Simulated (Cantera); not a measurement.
Input: 1 mol B2O3, 0.27 mol H2O, 0.4 mol N2, at 0.0120 bar.

Method: chemical equilibrium by Gibbs-energy minimisation in Cantera with the NASA 1993 tables (ideal gas, pure condensed phases). Candidate condensed phases: B, BN, B2O3, B3O3H3, H2O; 39 gas species. Gases not in the tables: H3BO3. The numbers say what is thermodynamically allowed, not how fast it happens.

log p: log10 of the partial pressure in bar; n: condensed amount in mol.

```json
[
 {"T (K)": "1623", "log p N2": "-2.22", "log p B2O3": "-3.66", "log p HBO2": "-2.49", "log p H2O": "-2.61", "log p BO2": "-5.46", "n B2O3(l)": "0.878"},
 {"T (K)": "1723", "log p N2": "…", "log p B2O3": "…", "log p HBO2": "…", "log p H2O": "…", "log p BO2": "…", "n B2O3(l)": "…"},
 {"T (K)": "1823", "log p N2": "-2.49", "log p B2O3": "…", "log p HBO2": "…", "log p H2O": "…", "log p BO2": "…", "n B2O3(l)": "…"},
 {"T (K)": "1923", "log p N2": "-2.54", "log p B2O3": "-2.27", "log p HBO2": "-2.47", "log p H2O": "-3.71", "log p BO2": "-4.20", "n B2O3(l)": "0"},
 {"T (K)": "2023", "log p N2": "-2.54", "log p B2O3": "-2.27", "log p HBO2": "-2.48", "log p H2O": "-3.66", "log p BO2": "-3.94", "n B2O3(l)": "0"},
 {"T (K)": "2123", "log p N2": "-2.55", "log p B2O3": "-2.27", "log p HBO2": "-2.50", "log p H2O": "-3.63", "log p BO2": "-3.70", "n B2O3(l)": "0"},
 {"T (K)": "2223", "log p N2": "-2.55", "log p B2O3": "-2.28", "log p HBO2": "-2.52", "log p H2O": "-3.61", "log p BO2": "-3.49", "n B2O3(l)": "0"}
]
```

Q: What belongs in the gaps?

A: 
- 1823, log p B2O3: -2.33
- 1823, log p HBO2: -2.42
- 1823, log p H2O: -3.62
- 1823, log p BO2: -4.48
- 1823, n B2O3(l): 0.172
- 1723, log p N2: -2.29
- 1723, log p B2O3: -2.95
- 1723, log p HBO2: -2.34
- 1723, log p H2O: -2.93
- 1723, log p BO2: -4.86
- 1723, n B2O3(l): 0.735
